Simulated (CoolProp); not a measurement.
Vapour pressure (MPa) of n-perfluorohexane: the reference equation beside estimates from Tc = 174.9 °C, pc = 1.742 MPa, ω = 0.497. Clausius-Clapeyron is anchored at 75.45 °C with a constant enthalpy of vaporisation of 26.71 kJ/mol.

The numbers come from the reference Helmholtz-energy equation of state, Gao 2022 in CoolProp.

| T (°C) | reference | Lee-Kesler | Clausius-Clapeyron | van der Waals | Soave-Redlich-Kwong |
|---|---|---|---|---|---|
| 43.75 | 0.06290 | 0.06291 | 0.07206 | 0.3682 | 0.06289 |
| 49.05 | 0.07643 | 0.07651 | 0.08514 | 0.4002 | 0.07651 |
| 54.35 | 0.09215 | 0.09232 | 0.1000 | 0.4340 | 0.09238 |
| 59.65 | 0.1103 | 0.1106 | 0.1170 | 0.4696 | 0.1107 |
| 64.85 | 0.1307 | 0.1311 | 0.1357 | 0.5062 | 0.1314 |
| 70.15 | 0.1543 | 0.1549 | 0.1571 | 0.5455 | 0.1555 |
| 75.45 | 0.1812 | 0.1820 | 0.1812 | 0.5866 | 0.1828 |
| 80.65 | 0.2109 | 0.2119 | 0.2074 | 0.6288 | 0.2132 |
| 85.95 | 0.2448 | 0.2461 | 0.2372 | 0.6737 | 0.2479 |
| 91.25 | 0.2828 | 0.2843 | 0.2702 | 0.7206 | 0.2869 |
| 96.55 | 0.3251 | 0.3270 | 0.3066 | 0.7695 | 0.3304 |
| 101.75 | 0.3711 | 0.3733 | 0.3458 | 0.8195 | 0.3778 |
| 107.05 | 0.4229 | 0.4256 | 0.3897 | 0.8725 | 0.4313 |
| 112.35 | 0.4801 | 0.4832 | 0.4377 | 0.9275 | 0.4903 |

Absolute difference from the reference over all 14 rows, mean and median: Lee-Kesler 0.4 and 0.5 %, Clausius-Clapeyron 6.0 and 5.9 %, van der Waals 239.7 and 210.9 %, Soave-Redlich-Kwong 1.0 and 1.0 %.
